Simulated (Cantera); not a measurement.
A perfectly stirred reactor is fed with CH₄ : H₂ : O₂ : N₂ = 1 : 0.11 : 3.88 : 14.6 (molar parts), equivalence ratio 0.53, at 10.0 bar; it is adiabatic with a 525 K inlet, and is followed from long to short residence time, starting on the burning branch (τ in s: 0.25, 0.088, 0.031, 0.011, 0.0037, 0.0013, 0.00046, 0.00016, 5.6e-05).

Detailed kinetics in Cantera: GRI-Mech 3.0 (53 species, 325 reactions).

One state of this run: T (K) = 1721; x CH₄ = 6.57e-6; x H₂ = 8.02e-6; x O₂ = 0.0934; x CH₂ = 3.79e-9; x H₂O = 0.108. x: mole fraction; the columns are a selection and need not sum to one.

### Question
Which value of τ (s) does it belong to?
A. 5.6e-5
B. 0.00016
C. 0.25
D. 0.088

### Answer
D, 0.088
